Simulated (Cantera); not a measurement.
An adiabatic, constant-volume homogeneous reactor starts with CO : H₂ : O₂ : N₂ : CO₂ = 1 : 0.51 : 1.54 : 16.9 : 0.41 (molar parts), at 1450 K and 20.0 bar.

Detailed kinetics in Cantera: GRI-Mech 3.0 (53 species, 325 reactions). The hydrogen kinetics of GRI-Mech 3.0 are dated; newer H2 mechanisms differ, most at raised pressure. The pressure lies above the range GRI-Mech 3.0 was tuned for (to about 10 atm).

**Question.** Predict: time of steepest temperature rise; temperature at 0.300 s; equilibrium temperature; x(CO) at 0.300 s; x(H₂) at 0.300 s; x(O₂) at 0.300 s; x(HO₂) at 0.300 s; x(H) at 0.300 s.

**Answer.** time of steepest temperature rise: 5.06 µs
temperature at 0.300 s: 2123 K
equilibrium temperature: 2123 K
x(CO) at 0.300 s: 0.000243 (gas-phase equilibrium 0.000243)
x(H₂) at 0.300 s: 1.74e-5 (gas-phase equilibrium 1.74e-5)
x(O₂) at 0.300 s: 0.0377 (gas-phase equilibrium 0.0376)
x(HO₂) at 0.300 s: 1.46e-6 (gas-phase equilibrium 1.46e-6)
x(H) at 0.300 s: 2.84e-6 (gas-phase equilibrium 2.83e-6)
